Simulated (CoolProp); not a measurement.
A simple Rankine cycle with dimethyl carbonate: condensing at 297.15 K, boiler at 0.291 MPa, turbine inlet 440.4 K, turbine efficiency 0.6, pump efficiency 0.7, no recuperator. Each further row changes one setting.

Values from CoolProp's reference Helmholtz-energy equation of state, Zhou 2011.

| case | thermal efficiency (%) | net work (kJ/kg) | heat in (kJ/kg) | turbine exit temperature (K) | volume ratio over the turbine |
|---|---|---|---|---|---|
| as stated | 13.0 | 79.3 | 609 | ___ | 38.3 |
| turbine inlet 460.4 K | 13.0 | 83.5 | 641 | 401.7 | 38.2 |
| condensing temperature 289.15 K | ___ | 87.3 | 623 | 376.4 | 57.8 |
| boiler pressure 0.204 MPa | 12.0 | 73.1 | 611 | 388.0 | 26.8 |
| turbine efficiency 0.5 | ___ | 66.0 | 609 | 391.6 | 39.2 |

**Question.** What belongs in the gaps?

**Answer.** 
- as stated, turbine exit temperature (K): 382.2
- condensing temperature 289.15 K, thermal efficiency (%): 14.0
- turbine efficiency 0.5, thermal efficiency (%): 10.8
